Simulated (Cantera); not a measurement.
# Tantalum, niobium, vanadium and zirconium in process gases: V + O₂ + H₂

Feed: 1 mol V, 0.088 mol O₂, 56 mol H₂, at 2.10 mbar.

Cantera equilibrium calculation (NASA polynomials, part measured and part estimated; ideal gas, pure solids and liquids). Candidate condensed phases: H₂O, V, VO, V₂O₃, V₂O₄, V₂O₅; 12 gas species. Mutual solubility and eutectic melting of coexisting phases are not modelled. VO: taken at fixed stoichiometry. Condensed phases not in the tables: N, O or C dissolved in the metal. The numbers say what is thermodynamically allowed, not how fast it happens.

From 1273 K to 1873 K the condensed part is V(s) + VO(s). At 2073 K the condensed part is V(s). From 2273 K to 2673 K nothing is condensed.

```tsv
T (K)	log p H₂	log p H	log p V	log p VO	log p H₂O	log p VO₂	log p O	log p OH	n V(s)	n VO(s)
1273	-2.68	-7.49	-13.22	-13.60	-8.62	<-14	<-14	<-14	0.824	0.176
1473	-2.68	-6.24	-10.38	-10.61	-7.68	-12.25	<-14	-12.82	0.825	0.175
1673	-2.68	-5.28	-8.22	-8.37	-6.97	-9.75	-13.59	-10.90	0.827	0.173
1873	-2.68	-4.53	-6.53	-6.63	-6.44	-7.83	-11.37	-9.40	0.826	0.159
2073	-2.71	-3.93	-5.18	-5.31	-6.11	-6.44	-9.65	-8.28	0.671	0
2273	-2.77	-3.46	-4.55	-5.27	-6.43	-6.90	-8.79	-7.93	0	0
2473	-2.89	-3.10	-4.60	-5.35	-6.31	-6.93	-7.59	-7.21	0	0
2673	-3.15	-2.86	-4.67	-5.48	-6.38	-7.04	-6.61	-6.70	0	0
```
log p: log10 of the partial pressure in bar; n: condensed amount in mol.
